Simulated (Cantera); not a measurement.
# Equilibrium for carbon deposition, reforming and gasification: C₃H₈ + CO₂

A closed system holds: 1 mol C₃H₈, 5.1 mol CO₂, equilibrated at 1000 Pa.

These are equilibrium values from Cantera (NASA tables, ideal gas, pure condensed phases), not measurements of a reactor. Candidate condensed phases: C, C₆H₆, C₇H₈, C₈H₁₈, H₂O; 131 gas species. Ions and electrons are included (thermal ionisation). Rates play no part.

From 2000 K to 5000 K nothing is condensed. The main C-bearing gas is CO throughout.

| T (K) | x CO | x H | x H₂ | x O | x H₂O | x CO₂ | x C | x OH |
|---|---|---|---|---|---|---|---|---|
| 2000 | 0.602 | 0.00759 | 0.218 | 9.54e-6 | 0.108 | 0.0649 | <1e-12 | 0.000374 |
| 2500 | 0.575 | 0.101 | 0.162 | 0.00486 | 0.0914 | 0.0524 | 4.12e-12 | 0.0118 |
| 3000 | 0.479 | 0.350 | 0.0492 | 0.0803 | 0.00779 | 0.0102 | 1.35e-9 | 0.0184 |
| 3500 | 0.448 | 0.430 | 0.00531 | 0.112 | 6.38e-5 | 0.000650 | 4.84e-7 | 0.00238 |
| 4000 | 0.445 | 0.438 | 0.000756 | 0.115 | 1.04e-6 | 6.89e-5 | 5.30e-5 | 0.000353 |
| 4500 | 0.442 | 0.438 | 0.000161 | 0.117 | 4.11e-8 | 1.21e-5 | 0.00206 | 7.85e-5 |
| 5000 | 0.402 | 0.426 | 4.39e-5 | 0.142 | 3.47e-9 | 3.29e-6 | 0.0298 | 2.72e-5 |
x: gas mole fraction; nothing condenses.
